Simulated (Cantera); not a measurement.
Equilibrium for carbothermic reduction: Cu2O + CH4 + N2 + C

Input: 1 mol Cu2O, 1.6 mol CH4, 4.2 mol N2, 7.1 mol C, held at 10.0 Torr.

Method: chemical equilibrium by Gibbs-energy minimisation in Cantera with the NASA 1993 tables (ideal gas, pure condensed phases). Candidate condensed phases: C, C6H6, C7H8, C8H18, Cu, CuO, Cu(OH)2, Cu2O, H2O; 139 gas species. Rates play no part.

```tsv
T (K)	x N2	x H2	x CO	x Cu	x HCN	x H	x HNC	n C(graphite)	n Cu(l)
1375	0.500	0.381	0.119	6.17e-5	0.000176	1.83e-5	1.91e-6	7.70	2.00
1400	0.500	0.381	0.119	0.000101	0.000216	2.60e-5	2.58e-6	7.70	2.00
1425	0.500	0.381	0.119	0.000163	0.000264	3.65e-5	3.45e-6	7.70	2.00
1450	0.500	0.381	0.119	0.000258	0.000320	5.05e-5	4.57e-6	7.70	2.00
1475	0.500	0.381	0.119	0.000402	0.000385	6.93e-5	5.99e-6	7.70	2.00
1500	0.499	0.380	0.119	0.000617	0.000461	9.40e-5	7.78e-6	7.70	1.99
1525	0.499	0.380	0.119	0.000933	0.000548	0.000126	1.00e-5	7.70	1.99
1550	0.499	0.380	0.119	0.00139	0.000647	0.000168	1.28e-5	7.69	1.99
1575	0.499	0.380	0.119	0.00205	0.000761	0.000222	1.62e-5	7.69	1.98
1600	0.498	0.379	0.119	0.00298	0.000889	0.000290	2.03e-5	7.69	1.97
1625	0.497	0.379	0.119	0.00429	0.00103	0.000376	2.54e-5	7.69	1.96
1650	0.496	0.378	0.118	0.00609	0.00120	0.000484	3.14e-5	7.69	1.95
```
x: gas mole fraction; n: condensed amount in mol.

From 1375 K to 1650 K the condensed part is C(graphite) + Cu(l). The main Cu-bearing gas is Cu throughout.
